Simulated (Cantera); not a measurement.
Cantera run:

```python
import numpy as np
import cantera as ct

gas_names = """
    H H2 Si SiH SiH2 SiH3 SiH4 Si2 Si3
""".split()
cond_names = """
    Si(cr) Si(L)
""".split()


# ... load() reads the species with a 1 bar reference pressure and builds the phases ...
atoms = {
    'Si': {'Si': 1},
    'H2': {'H': 2},
}
top_T = {}  # K; cautious upper limits of use, not melting points


# ... equilibrate(T, P, feed) seeds the gas with the atoms and calls Mixture.equilibrate('TP', solver="vcs", rtol=1e-11, max_steps=5000) ...
results = []
feed = {'Si': 1, 'H2': 1.2}  # mol
T = 1450  # K
P = 440000  # Pa
mix = equilibrate(T, P, feed)
results.append((T, P, feed, dict(zip(mix.species_names, mix.species_moles))))
x = sorted(zip(gas.X, gas.species_names), reverse=True)
print(f"T = {T:g} K  P = {P:g} Pa  gas = {mix.phase_moles(0):.4g} mol")
print("   x: " + "  ".join(f"{s} {v:.3e}" for v, s in x if v > 0.001))
print("   condensed (mol): " + ("  ".join(f"{mix.phase(i).name} {mix.phase_moles(i):.4g}"
      for i in range(1, mix.n_phases) if mix.phase_moles(i) > 1e-12) or "none"))
```

Output:

```
T = 1450 K  P = 440000 Pa  gas = 1.2 mol
   x: H2 1.000e+00
   condensed (mol): Si(cr) 1
```

These are equilibrium values from Cantera (NASA tables, ideal gas, pure condensed phases), not measurements of a reactor.
